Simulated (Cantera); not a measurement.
**Catalytic stagnation flow on Pt**

A jet of CH4 : O2 : N2 = 0.023 : 0.055 : 0.79 (molar parts), equivalence ratio 0.84 at 300 K and 26.3 Torr hits a platinum plate 8.4 cm away at a mass flux of 0.083 kg/m²/s; the plate temperature is set and raised in steps from an oxygen-covered start.

Model: Deutschmann's 1995 Pt surface mechanism with GRI-Mech 3.0 gas chemistry, integrated in Cantera. Catalytic surfaces can have several steady states; this one follows from the mechanism file's or the stated starting coverage.

```
plate T (K)  wall x CH4  wall x O2  wall x H2O  wall x OH  wall x CO  wall x CO2  θ free Pt   θ O*
-----------  ----------  ---------  ----------  ---------  ---------  ----------  ---------  -----
900              0.0166     0.0423      0.0185    3.39e-8    8.31e-6      0.0121      0.309  0.690
950              0.0130     0.0347      0.0252    1.07e-7    9.35e-6      0.0165      0.399  0.600
1000             0.0101     0.0287      0.0304    2.85e-7    1.04e-5      0.0200      0.488  0.511
1050            0.00812     0.0245      0.0341    6.70e-7    1.18e-5      0.0224      0.572  0.427
1100            0.00672     0.0216      0.0366    1.42e-6    1.37e-5      0.0240      0.649  0.351
1150            0.00582     0.0197      0.0381    2.77e-6    1.67e-5      0.0252      0.716  0.284
1200            0.00514     0.0183      0.0393    5.03e-6    2.07e-5      0.0259      0.774  0.226
1250            0.00468     0.0173      0.0400    8.56e-6    2.67e-5      0.0265      0.823  0.177
```
x: mole fraction at the wall; θ: surface coverage.
